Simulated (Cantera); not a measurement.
A freely propagating, adiabatic, planar premixed flame of 41.6 % H₂, 12.2 % O₂, 46.2 % N₂, unburnt at 475 K and 13300 Pa; multicomponent transport, grid criteria slope 0.08 and curve 0.16, no radiation.

Cantera simulation using the H2/O2 subset of GRI-Mech 3.0, which has no nitrogen chemistry; the numbers are that mechanism's predictions, not measurements. Burning velocities carry a grid error of a few per cent, more on coarse grids.

**Question.** Predict: laminar burning velocity; thermal thickness; peak x(OH); peak x(HO₂); peak x(H₂O₂).

**Answer.** 
```json
{
 "laminar_burning_velocity": "459 cm/s",
 "thermal_thickness": "5.71 mm",
 "peak x(OH)": "0.00747",
 "peak x(HO₂)": "7.40e-5",
 "peak x(H₂O₂)": "3.90e-6"
}
```
